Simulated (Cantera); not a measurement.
# Thermodynamics of silicon etching in halogen gases, feed Si + Br₂ + N₂

Input: 1 mol Si, a varied amount of Br₂, 6.8 mol N₂, equilibrated at 1352 °C and 133 Pa.

Method: chemical equilibrium by Gibbs-energy minimisation in Cantera with the NASA 1993 tables (ideal gas, pure condensed phases). Candidate condensed phases: Br₂, Si, Si₃N₄; 13 gas species. The tables' values for SiBr₃, SiBr are old estimates; treat these amounts as uncertain. Kinetics and transport are ignored.

At 1.1 mol Br₂ the condensed part is Si₃N₄(s). From 1.7 mol Br₂ to 5.3 mol Br₂ nothing is condensed. The main Si-bearing gas is SiBr₂ throughout.

| n(Br₂) (mol) | x N₂ | x Br | x SiBr₂ | x SiBr₃ | x SiBr₄ | x Br₂ | n Si₃N₄(s) |
|---|---|---|---|---|---|---|---|
| 1.1 | 0.845 | 0.0353 | 0.119 | 0.000347 | 1.29e-5 | 5.44e-6 | 0.0133 |
| 1.7 | 0.740 | 0.151 | 0.107 | 0.00134 | 0.000213 | 9.89e-5 | 0 |
| 2.3 | 0.656 | 0.247 | 0.0939 | 0.00193 | 0.000503 | 0.000267 | 0 |
| 2.9 | 0.589 | 0.324 | 0.0835 | 0.00224 | 0.000768 | 0.000459 | 0 |
| 3.5 | 0.534 | 0.387 | 0.0751 | 0.00241 | 0.000983 | 0.000653 | 0 |
| 4.1 | 0.488 | 0.439 | 0.0682 | 0.00248 | 0.00115 | 0.000840 | 0 |
| 4.7 | 0.450 | 0.483 | 0.0624 | 0.00250 | 0.00127 | 0.00102 | 0 |
| 5.3 | 0.417 | 0.520 | 0.0575 | 0.00248 | 0.00136 | 0.00118 | 0 |
x: gas mole fraction; n: condensed amount in mol.
